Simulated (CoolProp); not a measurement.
Vapour-liquid equilibrium of isohexane (1) + benzene (2) at 1.06 MPa; x and y are mole fractions of (1).

The numbers come from the multi-fluid Helmholtz-energy mixture model, Lemmon 2006 and Thol 2012; pair parameters Bell 2016 in CoolProp.

Q: Give the bubble temperature and the first vapour's composition at x = 0.2, 0.5, 0.8. Is there an azeotrope?

A: x = 0.2: 172.4 °C, y = 0.288; x = 0.5: 164.8 °C, y = 0.571; x = 0.8: 160.6 °C, y = 0.824. No azeotrope shows between x = 0.05 and 0.95.

Pair parameters are fitted to limited data, so mixtures are less certain than the pure fluids.
